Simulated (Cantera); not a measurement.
An adiabatic, constant-volume homogeneous reactor starts with 15.4 % CH₃OH, 16.5 % O₂, 62.1 % N₂, 6.01 % H₂O, at 1248 K and 0.257 atm.

Detailed kinetics in Cantera: GRI-Mech 3.0 (53 species, 325 reactions). GRI-Mech 3.0 was tuned for natural gas; its chemistry of methanol as a main component is partial and can be far from experiment.

Task: Predict: time of steepest temperature rise; temperature at 3.00 s; equilibrium temperature; x(O₂) at 3.00 s; x(H₂O) at 3.00 s; x(H₂) at 3.00 s.

Result: 
- time of steepest temperature rise = 11.8 ms
- temperature at 3.00 s = 2674 K
- equilibrium temperature = 2674 K
- x(O₂) at 3.00 s = 0.00545 (gas-phase equilibrium 0.00545)
- x(H₂O) at 3.00 s = 0.244 (gas-phase equilibrium 0.244)
- x(H₂) at 3.00 s = 0.0537 (gas-phase equilibrium 0.0537)
